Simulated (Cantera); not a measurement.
Feed: 1 mol SiCl₄, 13 mol O₂, 2.2 mol N₂, equilibrated at 21.0 mbar.

Equilibrium computed with Cantera from the NASA thermochemical tables; the gas is ideal and each condensed phase is pure. Candidate condensed phases: Si, SiO₂, Si₂N₂O, Si₃N₄; 23 gas species. The tables hold silica as quartz up to 1696 K and as liquid above; real silica turns to tridymite and cristobalite and melts near 1996 K. Equilibrium is a limit: real reactors are often held back by kinetics, nucleation or transport.

log p: log10 of the partial pressure in bar; n: condensed amount in mol.

```csv
T (K),log p O₂,log p Cl,log p N₂,log p Cl₂,n SiO₂(β-quartz),n SiO₂(condensed)
1023,-1.81,-4.56,-2.55,-2.59,1.00,0
1098,-1.81,-4.13,-2.55,-2.59,1.00,0
1173,-1.81,-3.75,-2.55,-2.60,1.00,0
1248,-1.81,-3.43,-2.55,-2.62,1.00,0
1323,-1.82,-3.15,-2.55,-2.66,1.00,0
1398,-1.82,(withheld),-2.56,(withheld),1.00,0
1473,-1.83,(withheld),-2.57,(withheld),1.00,0
1548,-1.84,-2.58,-2.58,-2.96,1.00,0
1623,-1.84,-2.48,-2.58,-3.15,1.00,0
1698,-1.85,-2.41,-2.59,-3.38,0,1.000
1773,-1.86,-2.38,-2.60,-3.64,0,1.000
```

Problem. Complete the blanks.

Solution. 
- 1473, log p Cl: -2.72
- 1473, log p Cl₂: -2.82
- 1398, log p Cl: -2.91
- 1398, log p Cl₂: -2.72
